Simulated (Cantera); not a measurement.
An adiabatic, constant-volume homogeneous reactor starts with CH4 : CO : O2 : N2 = 1 : 0.065 : 1.56 : 5.88 (molar parts), at 1250 K and 4.93 atm.

Cantera simulation using GRI-Mech 3.0 (53 species, 325 reactions); the numbers are that mechanism's predictions, not measurements.

Q: Predict: time of steepest temperature rise; temperature at 0.200 s; equilibrium temperature; x(CO) at 0.200 s; x(O2) at 0.200 s; x(CO2) at 0.200 s; x(H) at 0.200 s; x(HO2) at 0.200 s.

A: 
* **time of steepest temperature rise**: 6.21 ms
* **temperature at 0.200 s**: 2983 K
* **equilibrium temperature**: 2983 K
* **x(CO) at 0.200 s**: 0.0752 (gas-phase equilibrium 0.0752)
* **x(O2) at 0.200 s**: 0.00240 (gas-phase equilibrium 0.00240)
* **x(CO2) at 0.200 s**: 0.0420 (gas-phase equilibrium 0.0420)
* **x(H) at 0.200 s**: 0.00856 (gas-phase equilibrium 0.00856)
* **x(HO2) at 0.200 s**: 3.52e-6 (gas-phase equilibrium 3.52e-6)
